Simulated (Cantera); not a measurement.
A freely propagating, adiabatic, planar premixed flame of H₂ : O₂ : N₂ = 1 : 0.357 : 1.34 (molar parts), unburnt at 675 K and 0.380 bar; mixture-averaged transport, grid criteria slope 0.08 and curve 0.16, no radiation.

Computed with Cantera and the H2/O2 subset of GRI-Mech 3.0, which has no nitrogen chemistry. Burning velocities carry a grid error of a few per cent, more on coarse grids.

Problem. How do the results move with these cheaper or finer settings: unity-Lewis-number transport; multicomponent transport; multicomponent+Soret transport; grid criteria slope 0.5, curve 1; grid criteria slope 0.25, curve 0.5; grid criteria slope 0.03, curve 0.06?

Solution. 
| setting | laminar burning velocity | thermal thickness | peak x(H₂O₂) | peak x(HO₂) | grid points |
|---|---|---|---|---|---|
| as above | 968 cm/s | 1.69 mm | 1.50e-6 | 9.44e-5 | 140 |
| unity-Lewis-number transport | 615 cm/s | 1.33 mm | 1.26e-6 | 8.48e-5 | 131 |
| multicomponent transport | 947 cm/s | 1.68 mm | 1.48e-6 | 9.44e-5 | 140 |
| multicomponent+Soret transport | 916 cm/s | 1.66 mm | 1.51e-6 | 9.47e-5 | 140 |
| grid criteria slope 0.5, curve 1 | 1520 cm/s | 3.35 mm | 1.31e-6 | 9.07e-5 | 44 |
| grid criteria slope 0.25, curve 0.5 | 1110 cm/s | 2.08 mm | 1.43e-6 | 9.16e-5 | 70 |
| grid criteria slope 0.03, curve 0.06 | 950 cm/s | 1.62 mm | 1.52e-6 | 9.49e-5 | 293 |
Unity Lewis numbers drop preferential diffusion, which matters most where H2 and H carry the flame; Soret adds thermal diffusion.
